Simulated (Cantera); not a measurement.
A closed system holds: 1 mol Cu, 8.9 mol H₂O, 93 mol H₂, 27 mol CO, equilibrated at 750 Torr.

Cantera equilibrium calculation (NASA polynomials, part measured and part estimated; ideal gas, pure solids and liquids). Candidate condensed phases: C, C₆H₆, C₇H₈, C₈H₁₈, Cu, CuO, Cu(OH)₂, Cu₂O, H₂O; 113 gas species. Rates play no part.

Q: At 1623 K, list the 6 most abundant gas species with their mole fractions, and the condensed phases.

A: H₂ 0.727, CO 0.204, H₂O 0.0633, CO₂ 0.00572, H 5.89e-5, Cu 5.55e-5. Condensed: Cu(l).
